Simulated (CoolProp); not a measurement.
Saturation properties of oxygen (Tc = 154.6 K, pc = 50.46 bar, ω = 0.022).

Computed with CoolProp (reference Helmholtz-energy equation of state, Schmidt 1985).

| T (K) | p (bar) | liquid cp (kJ/(kg K)) | surface tension (mN/m) |
|---|---|---|---|
| 79.1 | 0.2662 | 1.681 | 16.0 |
| 82.4 | 0.4128 | 1.684 | 15.1 |
| 85.6 | 0.6100 | 1.689 | 14.3 |
| 88.8 | 0.8743 | 1.696 | 13.5 |
| 92.1 | 1.232 | 1.705 | … |
| 95.3 | 1.677 | 1.716 | 11.9 |
| 98.6 | 2.254 | 1.731 | 11.1 |
| 101.8 | … | 1.747 | 10.3 |
| 105 | 3.785 | 1.767 | 9.54 |
| 108.3 | … | 1.792 | … |

**Question.** Complete the blanks.

**Answer.** 
- 92.1, surface tension (mN/m): 12.7
- 101.8, p (bar): 2.946
- 108.3, p (bar): 4.824
- 108.3, surface tension (mN/m): 8.77

It boils at 90.2 K under 1 atm.

Surface tension comes from a separate correlation (Mulero 2012).
